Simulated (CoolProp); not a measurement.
Saturation properties of 1,2-dichloroethane.

Computed with CoolProp (reference Helmholtz-energy equation of state, Thol 2015).

```tsv
T (°C)	p (MPa)	enthalpy of vaporisation (kJ/kg)	liquid cp (kJ/(kg K))
126.15	0.3279	298.5	1.430
142.25	[?]	287.5	1.459
158.35	0.6699	[?]	1.491
174.35	0.9164	262.9	[?]
190.45	1.227	248.7	1.573
206.45	1.608	233.1	1.629
222.55	[?]	215.2	1.708
```

Q: Some entries are withheld; supply them.

A: 
- 142.25, p (MPa): 0.4760
- 158.35, enthalpy of vaporisation (kJ/kg): 275.7
- 174.35, liquid cp (kJ/(kg K)): 1.528
- 222.55, p (MPa): 2.075

It boils at 83.5 °C under 1 atm.
